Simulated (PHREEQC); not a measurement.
1 kg of water holding 0.052 mol CaCl2, 0.43 mol NaCl and 0.079 mol MgCl2 is evaporated at 25 °C; the solids stay in contact with the brine. CO2 from the air is kept out. Solids allowed: Bischofite, Brucite, Halite, Portlandite, MgCl2_4H2O. Others were left out.

Base run: PHREEQC, Pitzer model, pitzer.dat. Each further column changes one thing. The table gives water activity.

```json
[
 {"H2O removed (mol)": "0", "base": "0.979", "temperature from 25 to 50 °C": "0.979", "temperature from 25 to 75 °C": "0.980"},
 {"H2O removed (mol)": "18.01", "base": "0.969", "temperature from 25 to 50 °C": "0.969", "temperature from 25 to 75 °C": "0.969"},
 {"H2O removed (mol)": "24.69", "base": "0.962", "temperature from 25 to 50 °C": "0.962", "temperature from 25 to 75 °C": "0.962"},
 {"H2O removed (mol)": "34.69", "base": "0.941", "temperature from 25 to 50 °C": "0.941", "temperature from 25 to 75 °C": "0.942"},
 {"H2O removed (mol)": "41.44", "base": "0.907", "temperature from 25 to 50 °C": "0.908", "temperature from 25 to 75 °C": "0.909"},
 {"H2O removed (mol)": "46.01", "base": "0.850", "temperature from 25 to 50 °C": "0.851", "temperature from 25 to 75 °C": "0.854"},
 {"H2O removed (mol)": "47.7", "base": "0.808", "temperature from 25 to 50 °C": "0.810", "temperature from 25 to 75 °C": "0.814"},
 {"H2O removed (mol)": "50.23", "base": "0.725", "temperature from 25 to 50 °C": "0.721", "temperature from 25 to 75 °C": "0.718"},
 {"H2O removed (mol)": "51.94", "base": "0.702", "temperature from 25 to 50 °C": "0.700", "temperature from 25 to 75 °C": "0.698"},
 {"H2O removed (mol)": "53.1", "base": "0.647", "temperature from 25 to 50 °C": "0.651", "temperature from 25 to 75 °C": "0.655"},
 {"H2O removed (mol)": "53.53", "base": "0.595", "temperature from 25 to 50 °C": "0.604", "temperature from 25 to 75 °C": "0.613"},
 {"H2O removed (mol)": "54.17", "base": "0.402", "temperature from 25 to 50 °C": "0.427", "temperature from 25 to 75 °C": "0.453"}
]
```

 At this temperature some constants are extrapolated from 25 °C, and those without enthalpy data are left unchanged.
